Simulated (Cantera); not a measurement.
A Cantera script and its output.

```python
import numpy as np
import cantera as ct

gas = ct.Solution("gri30.yaml")
gas.TPX = 1373, 540000, {'CH4': 1, 'C2H6': 0.041, 'O2': 4.56, 'N2': 17.1}
reactor = ct.IdealGasConstPressureReactor(gas, energy="on", clone=False)
net = ct.ReactorNet([reactor])
net.rtol, net.atol = 1e-08, 1e-16
show = ['CH4', 'C2H6', 'O2', 'HCO', 'CO2']
times = np.geomspace(7e-06, 0.5, 11)

steps = ct.SolutionArray(gas, extra=["t"])
rows = []
print(f"{'t/s':>10s}{'T/K':>9s}{'P/Pa':>11s}" + "".join(f"{s:>11s}" for s in show))
for t in times:
    while net.time < t:
        t_next = net.step()
        steps.append(gas.state, t=t_next)
    rows.append([np.interp(t, steps.t, y) for y in (steps.T, steps.P, *steps(*show).X.T)])
    print(f"{t:10.3e}{rows[-1][0]:9.1f}{rows[-1][1]:11.4g}" + "".join(f"{x:11.3e}" for x in rows[-1][2:]))
rate = np.gradient(steps.T, steps.t)
print("integrator steps:", len(steps.t))
if steps.T.max() > steps.T[0] + 200:
    print(f"time of steepest temperature rise: {steps.t[rate.argmax()]:.4e} s")
gas.TPX = 1373, 540000, {'CH4': 1, 'C2H6': 0.041, 'O2': 4.56, 'N2': 17.1}
gas.equilibrate("HP")
print(f"equilibrium (HP): T = {gas.T:.1f} K  " + "  ".join(f"{s} {gas[s].X[0]:.3e}" for s in show))
```

Output:

```
       t/s      T/K       P/Pa        CH4       C2H6         O2        HCO        CO2
 7.000e-06   1373.0    5.4e+05  4.405e-02  1.805e-03  2.009e-01  7.341e-13  2.410e-11
 2.140e-05   1373.0    5.4e+05  4.405e-02  1.801e-03  2.009e-01  9.717e-12  8.058e-10
 6.544e-05   1373.1    5.4e+05  4.400e-02  1.788e-03  2.008e-01  2.520e-10  3.792e-08
 2.001e-04   1376.7    5.4e+05  4.326e-02  1.765e-03  2.002e-01  1.001e-08  1.753e-06
 6.119e-04   2330.7    5.4e+05  2.915e-19  1.492e-35  1.052e-01  7.465e-11  4.664e-02
 1.871e-03   2329.8    5.4e+05  3.733e-20  1.690e-37  1.050e-01  7.376e-11  4.665e-02
 5.720e-03   2327.2    5.4e+05  3.610e-20  1.590e-37  1.043e-01  7.182e-11  4.666e-02
 1.749e-02   2321.0    5.4e+05  3.317e-20  1.360e-37  1.028e-01  6.729e-11  4.669e-02
 5.348e-02   2312.2    5.4e+05  2.935e-20  1.083e-37  1.007e-01  6.138e-11  4.673e-02
 1.635e-01   2309.2    5.4e+05  2.812e-20  1.001e-37  9.995e-02  5.947e-11  4.674e-02
 5.000e-01   2309.1    5.4e+05  2.810e-20  9.994e-38  9.994e-02  5.944e-11  4.674e-02
integrator steps: 1845
time of steepest temperature rise: 4.2337e-04 s
equilibrium (HP): T = 2309.1 K  CH4 4.301e-20  C2H6 1.733e-37  O2 9.994e-02  HCO 5.944e-11  CO2 4.674e-02
```

Cantera simulation using GRI-Mech 3.0 (53 species, 325 reactions); the numbers are that mechanism's predictions, not measurements.
